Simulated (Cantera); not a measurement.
An isothermal, constant-pressure homogeneous reactor starts with CH3OH : O2 : N2 = 0.0021 : 0.0098 : 1 (molar parts), at 1525 K and 1.00 atm. Integrator tolerance rtol = 1e-08.

Detailed kinetics in Cantera: GRI-Mech 3.0 (53 species, 325 reactions). GRI-Mech 3.0 was tuned for natural gas; its chemistry of methanol as a main component is partial and can be far from experiment.

Problem. What does this change do: O2 0.0098 to 0.0053 parts?

Solution. 
| quantity | before | after |
|---|---|---|
| x(CH3OH) at 40.0 s | <1e-12 (gas-phase equilibrium <1e-12) | <1e-12 (gas-phase equilibrium <1e-12) |
| x(O2) at 40.0 s | 0.00656 (gas-phase equilibrium 0.00643) | 0.00213 (gas-phase equilibrium 0.00205) |
| x(H2) at 40.0 s | 1.34e-7 (gas-phase equilibrium 1.36e-7) | 2.37e-7 (gas-phase equilibrium 2.41e-7) |
| x(OH) at 40.0 s | 8.29e-6 (gas-phase equilibrium 8.25e-6) | 6.27e-6 (gas-phase equilibrium 6.22e-6) |
| x(C2H2) at 40.0 s | <1e-12 (gas-phase equilibrium <1e-12) | <1e-12 (gas-phase equilibrium <1e-12) |
| x(CH2) at 40.0 s | <1e-12 (gas-phase equilibrium <1e-12) | <1e-12 (gas-phase equilibrium <1e-12) |
